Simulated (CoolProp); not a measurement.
1000 sccm (0 °C, 1 atm) of nitrogen bubbles through liquid n-heptane at 328.8 K and leaves saturated at a total pressure of 0.15 MPa (ideal gas phase). Each further row changes one setting.

The numbers come from the reference Helmholtz-energy equation of state, Span 2003 in CoolProp. It is a short technical equation, of lower accuracy than the large ones.

```
case                      vapour pressure (kPa)  mole fraction of vapour  delivery (mg/min)  delivery (sccm)  change of delivery for a bath 1 K warmer (%)
------------------------  ---------------------  -----------------------  -----------------  ---------------  --------------------------------------------
as stated                                  23.7                    0.158                  …              188                                           4.8
bath temperature 333.8 K                      …                    0.192               1060              237                                           4.8
total pressure 0.3 MPa                     23.7                   0.0790                  …                …                                           4.4
```

Task: What belongs in the gaps?

Result: 
- as stated, delivery (mg/min): 839
- bath temperature 333.8 K, vapour pressure (kPa): 28.7
- total pressure 0.3 MPa, delivery (mg/min): 383
- total pressure 0.3 MPa, delivery (sccm): 85.7
